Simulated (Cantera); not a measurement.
What does this Cantera script print?

```python
import numpy as np
import cantera as ct

gas_names = """
    AL ALH ALO ALOH ALO2 ALO2H AL2 AL2O AL2O2 H HALO HO2 H2 H2O H2O2 O OH O2 O3
""".split()
cond_names = """
    AL(cr) AL(L) AL2O3(a) AL2O3(L) H2O(s) H2O(L)
""".split()


# ... load() reads the species with a 1 bar reference pressure and builds the phases ...
atoms = {
    'Al': {'AL': 1},
    'O2': {'O': 2},
    'H2': {'H': 2},
}
top_T = {}  # K; cautious upper limits of use, not melting points


# ... equilibrate(T, P, feed) seeds the gas with the atoms and calls Mixture.equilibrate('TP', solver="vcs", rtol=1e-11, max_steps=5000) ...
results = []
T = 1600  # K
P = 1333.22  # Pa
for m in [1.3, 1.6, 2, 2.4, 3, 3.7, 4.6, 5.7, 7.1, 8.7, 11, 13, 17]:
    feed = {'Al': 1, 'O2': m, 'H2': 1.9}  # mol
    mix = equilibrate(T, P, feed)
    results.append((T, P, feed, dict(zip(mix.species_names, mix.species_moles))))

top = {s: max(r[3][s] / sum(r[3][g] for g in gas_names) for r in results) for s in gas_names}
cols = sorted((s for s in top if top[s] > 1e-06), key=lambda s: -top[s])[:8]
seen = [c for c in cond_names if any(r[3].get(c, 0) > 1e-12 for r in results)]
print("log10 of partial pressures in bar; condensed amounts in mol")
print(f"{'n(O2)':>10s}" + "".join(f"{s[:9]:>10s}" for s in cols + seen))
for T, P, feed, n in results:
    ng = sum(n[g] for g in gas_names)
    print(f"{feed['O2']:10.4g}" + "".join(f"{np.log10(max(n[s] / ng * P / 1e5, 1e-99)):10.3f}" for s in cols)
          + "".join(f"{n.get(c, 0):10.4g}" for c in seen))
```

It prints:

```
log10 of partial pressures in bar; condensed amounts in mol
     n(O2)       H2O        O2        H2        OH         H         O  AL2O3(a)
       1.3    -2.113   -10.080    -2.251    -6.659    -5.390    -9.878       0.5
       1.6    -1.923    -8.497    -2.853    -6.169    -5.691    -9.087       0.5
         2    -1.939    -2.742    -5.747    -4.738    -7.138    -6.209       0.5
       2.4    -2.012    -2.446    -5.967    -4.700    -7.248    -6.061       0.5
         3    -2.102    -2.267    -6.147    -4.701    -7.338    -5.972       0.5
       3.7    -2.188    -2.166    -6.284    -4.718    -7.407    -5.921       0.5
       4.6    -2.279    -2.094    -6.410    -4.746    -7.469    -5.886       0.5
       5.7    -2.368    -2.044    -6.524    -4.778    -7.527    -5.861       0.5
       7.1    -2.461    -2.006    -6.636    -4.815    -7.583    -5.842       0.5
       8.7    -2.547    -1.980    -6.735    -4.851    -7.632    -5.828       0.5
        11    -2.647    -1.956    -6.847    -4.895    -7.688    -5.817       0.5
        13    -2.718    -1.943    -6.925    -4.928    -7.727    -5.810       0.5
        17    -2.834    -1.926    -7.049    -4.981    -7.789    -5.802       0.5
```

These are equilibrium values from Cantera (NASA tables, ideal gas, pure condensed phases), not measurements of a reactor. Gases not in the tables: Al(OH)3.
